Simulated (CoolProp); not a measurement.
Vapour pressure (MPa) of oxygen: the reference equation beside estimates from Tc = 154.6 K, pc = 5.046 MPa, ω = 0.022. Clausius-Clapeyron is anchored at 99.8 K with a constant enthalpy of vaporisation of 6.491 kJ/mol.

Model: reference Helmholtz-energy equation of state, Schmidt 1985, in CoolProp.

```tsv
T (K)	reference	Lee-Kesler	Clausius-Clapeyron	Redlich-Kwong	Soave-Redlich-Kwong
97.3	0.2012	0.2000	0.2043	0.1678	0.1987
99.8	0.2498	___	0.2498	0.2141	0.2474
102.3	0.3067	0.3059	0.3024	0.2694	0.3047
104.7	0.3700	0.3694	0.3602	___	0.3685
107.2	0.4457	0.4454	0.4286	0.4072	0.4450
109.7	0.5322	0.5323	0.5059	0.4944	___
112.2	0.6305	0.6309	0.5929	___	0.6323
114.7	0.7414	0.7420	0.6900	0.7076	0.7449
117.2	0.8658	0.8666	0.7978	0.8356	0.8713
119.7	1.005	1.005	0.9168	0.9789	1.013
122.1	1.152	1.153	1.042	1.132	1.163
124.6	1.322	1.323	1.185	1.308	1.336
```

Complete the blanks.


- 99.8, Lee-Kesler: 0.2488
- 104.7, Redlich-Kwong: 0.3317
- 109.7, Soave-Redlich-Kwong: 0.5326
- 112.2, Redlich-Kwong: 0.5942

Absolute difference from the reference over all 12 rows, mean and median: Lee-Kesler 0.2 and 0.1 %, Clausius-Clapeyron 5.3 and 5.5 %, Redlich-Kwong 7.4 and 6.4 %, Soave-Redlich-Kwong 0.6 and 0.6 %.
